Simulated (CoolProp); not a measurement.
Vapour-liquid equilibrium of methanol (1) + m-xylene (2) at 8.27 bar; x and y are mole fractions of (1).

Values from CoolProp's multi-fluid Helmholtz-energy mixture model, de Reuck 1993 and Zhou 2012; pair parameters Bell 2016.

```csv
x,"bubble temperature, mixture model (K)","bubble temperature, Raoult's law (K)","y, mixture model","y, Raoult's law"
0.05,474.4,491.3,0.463,0.339
0.125,444.3,471.0,0.714,0.585
0.2,430.5,457.2,0.796,0.714
0.275,423.3,446.9,___,0.793
0.35,419.1,438.8,0.853,0.845
0.425,416.3,432.1,0.867,0.883
0.5,414.2,426.5,0.878,0.912
0.575,412.5,421.6,0.888,0.933
0.65,___,417.3,0.900,0.951
0.725,409.1,413.5,0.913,0.965
0.8,407.3,410.1,___,0.977
0.875,405.5,407.0,0.951,0.987
0.95,___,404.2,0.978,0.995
```

Problem. What belongs in the gaps?

Solution. 
- 0.275, y, mixture model: 0.833
- 0.65, bubble temperature, mixture model (K): 410.8
- 0.8, y, mixture model: 0.929
- 0.95, bubble temperature, mixture model (K): 403.7

The largest gap from Raoult's law is -26.7 K in bubble temperature, at x = 0.2. No azeotrope shows between x = 0.05 and 0.95.

The pair parameters rest on a limited set of measurements; away from them the model extrapolates. With so large a gap from Raoult's law the liquid may split in two, which this calculation doesn't test in full.
